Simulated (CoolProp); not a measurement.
Model: reference Helmholtz-energy equation of state, Lemmon 2016, in CoolProp.

Task: Give the vapour pressure (MPa), enthalpy of vaporisation (kJ/kg), liquid cp (kJ/(kg K)) of saturated R227EA at 213.7, 228.8 K.

Result: 
```tsv
T (K)	p (MPa)	enthalpy of vaporisation (kJ/kg)	liquid cp (kJ/(kg K))
213.7	0.00989	149	1.01
228.8	0.0252	143	1.03
```
